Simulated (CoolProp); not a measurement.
R1224YDZ at several states: Z from the reference equation and from simpler models built on Tc = 155.5 °C, pc = 3.334 MPa, ω = 0.325; each cubic takes its own stable root.

Values from CoolProp's reference Helmholtz-energy equation of state, Akasaka 2023.

| T (°C) | p (MPa) | phase | reference |
|---|---|---|---|
| 27.65 | 7.81 | liquid | 0.3362 |
| -44.65 | 0.0342 | liquid | 0.001739 |
| 160.35 | 0.552 | gas | 0.9428 |
| 14.45 | 0.173 | liquid | 0.007735 |
| 60.75 | 10.4 | liquid | 0.4266 |
| 105.55 | 0.616 | gas | 0.8919 |

Problem. How far does each simpler model (van der Waals, Redlich-Kwong, Soave-Redlich-Kwong, Peng-Robinson) lie from the reference over these 6 states: mean and median of the absolute difference, and the worst?

Solution. 
- van der Waals: mean 11514.3 %, median 60.3 %, worst +56656.8 % at -44.65 °C and 0.0342 MPa
- Redlich-Kwong: mean 2024.9 %, median 14.6 %, worst +12103.0 % at 14.45 °C and 0.173 MPa
- Soave-Redlich-Kwong: mean 7.6 %, median 10.5 %, worst +12.4 % at -44.65 °C and 0.0342 MPa
- Peng-Robinson: mean 1.0 %, median 0.9 %, worst -2.1 % at 60.75 °C and 10.4 MPa

At some of these states van der Waals, Redlich-Kwong gives the other phase, because its saturation line lies elsewhere.
